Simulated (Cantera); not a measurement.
Input: 1 mol CH₃SiCl₃, 0.17 mol HCl, 41 mol H₂, equilibrated at 2223 K and 1.40 mbar.

These are equilibrium values from Cantera (NASA tables, ideal gas, pure condensed phases), not measurements of a reactor. Candidate condensed phases: C, C₆H₆, C₇H₈, C₈H₁₈, Si, SiC; 109 gas species. The feed counts by its element totals alone. The tables' values for SiCl are old estimates; treat these amounts as uncertain. Gases not in the tables: Si₂H₆ and higher silanes. Kinetics and transport are ignored.

**Question.** What is the equilibrium state?

**Answer.** 
| Property | Result |
|---|---|
| x(H₂) | 0.765 |
| x(H) | 0.150 |
| x(HCl) | 0.0556 |
| x(Si) | 0.0166 |
| x(Cl) | 0.00790 |
| x(C₂H₂ (acetylene)) | 0.00222 |
| x(SiC₂) | 0.00174 |
| x(Si₂C) | 0.000465 |
| x(SiCl) | 0.000447 |
| n(C(graphite)) | 0.586 mol |
| gas amount | 48.97 mol |
| log10 activity of Si(l) (absent) | -1.30 |
